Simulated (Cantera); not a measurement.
Cantera with NASA thermochemical tables; ideal gases at 1 bar, condensed phases pure. Values are per mole of reaction as written; species without (g) are pure solids or liquids, kept so even where they would boil at 1 bar.

2 C₂H₄(g) + O₂(g) + 2 H₂(g) ⇌ 2 C₂H₅OH(g)

| T (K) | ΔH° (kJ) | ΔS° (J/K) | ΔG° (kJ) | log10 K |
|---|---|---|---|---|
| 2723 | -565.9 | -357.3 | 407.1 | -7.81 |
| 2773 | -565.2 | -357.1 | 425.0 | -8.01 |
| 2823 | ___ | ___ | ___ | ___ |
| 2873 | ___ | ___ | ___ | ___ |
| 2923 | -563.3 | -356.4 | 478.5 | -8.55 |
| 2973 | ___ | ___ | ___ | ___ |

Question: Fill in the missing entries.

Answer: 
- 2823, ΔH° (kJ): -564.6
- 2823, ΔS° (J/K): -356.9
- 2823, ΔG° (kJ): 442.8
- 2823, log10 K: -8.19
- 2873, ΔH° (kJ): -563.9
- 2873, ΔS° (J/K): -356.6
- 2873, ΔG° (kJ): 460.7
- 2873, log10 K: -8.38
- 2973, ΔH° (kJ): -562.6
- 2973, ΔS° (J/K): -356.2
- 2973, ΔG° (kJ): 496.3
- 2973, log10 K: -8.72
